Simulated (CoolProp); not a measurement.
Vapour-liquid equilibrium of acetone (1) + benzene (2) at 408.8 K; x and y are mole fractions of (1).

Values from CoolProp's multi-fluid Helmholtz-energy mixture model, Lemmon 2006 and Thol 2012; pair parameters Bell 2016.

```tsv
x	bubble pressure (kPa)	y at the bubble point	dew pressure at overall composition x (kPa)	liquid density (mol/L)
0.05	461.3	0.107	444.1	9.627
0.125	504.4	0.236	467.0	9.712
0.2	___	___	491.8	9.800
0.275	580.0	0.428	518.7	9.892
0.35	613.8	0.505	547.7	___
0.425	645.7	0.574	578.7	___
0.5	675.9	0.637	611.7	10.20
0.575	704.8	0.696	646.3	10.31
0.65	732.7	0.752	682.3	10.43
0.725	759.7	0.807	719.2	10.55
0.8	786.0	0.860	756.3	10.68
0.875	811.6	0.913	793.3	___
0.95	836.7	0.965	829.5	10.96
```

### Question
Complete the blanks.

### Answer

- 0.2, bubble pressure (kPa): 543.7
- 0.2, y at the bubble point: 0.340
- 0.35, liquid density (mol/L): 9.989
- 0.425, liquid density (mol/L): 10.09
- 0.875, liquid density (mol/L): 10.82

No azeotrope shows between x = 0.05 and 0.95.

Pair parameters are fitted to limited data, so mixtures are less certain than the pure fluids.
